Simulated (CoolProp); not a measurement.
Vapour-liquid equilibrium of CHF3 (R23) (1) + isobutane (2) at 274.6 K; x and y are mole fractions of (1).

Values from CoolProp's multi-fluid Helmholtz-energy mixture model, Penoncello 2003 and Bücker 2006; pair parameters Bell 2016.

```csv
x,bubble pressure (MPa),y at the bubble point,dew pressure at overall composition x (MPa),liquid density (mol/L)
0.05,0.4954,0.652,0.1743,10.13
0.15,1.041,0.825,0.1957,10.49
0.25,1.427,0.868,0.2230,10.85
0.35,1.677,0.887,0.2587,11.21
0.45,1.833,0.896,0.3076,11.58
0.55,1.941,0.904,0.3790,11.96
0.65,2.040,0.912,0.4929,12.37
0.75,2.157,0.923,0.7045,12.82
0.85,2.307,0.942,1.233,13.37
0.95,2.492,0.976,2.355,14.13
```

No azeotrope shows between x = 0.05 and 0.95.

Pair parameters are fitted to limited data, so mixtures are less certain than the pure fluids. With so large a gap from Raoult's law the liquid may split in two, which this calculation doesn't test in full.
